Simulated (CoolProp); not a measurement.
Values from CoolProp's reference Helmholtz-energy equation of state, Lemmon 2006. It is a short technical equation, of lower accuracy than the large ones.

Problem. Give the vapour pressure (MPa), liquid density (kg/m³), vapour density (kg/m³), enthalpy of vaporisation (kJ/kg) of saturated neopentane at 115.25 °C.

Solution. 
```
T (°C)  p (MPa)  liquid density (kg/m³)  vapour density (kg/m³)  enthalpy of vaporisation (kJ/kg)
------  -------  ----------------------  ----------------------  --------------------------------
115.25     1.49                     457                    47.8                               199
```
